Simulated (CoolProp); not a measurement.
Model: reference Helmholtz-energy equation of state, Aleksandrov 2011, in CoolProp. It is a short technical equation, of lower accuracy than the large ones.

Task: Give the vapour pressure (MPa), vapour density (kg/m³), surface tension (mN/m) of saturated n-undecane at 610.1 K.

Result: 
```tsv
T (K)	p (MPa)	vapour density (kg/m³)	surface tension (mN/m)
610.1	1.33	73.5	0.926
```

Surface tension comes from a separate correlation (Mulero 2014).
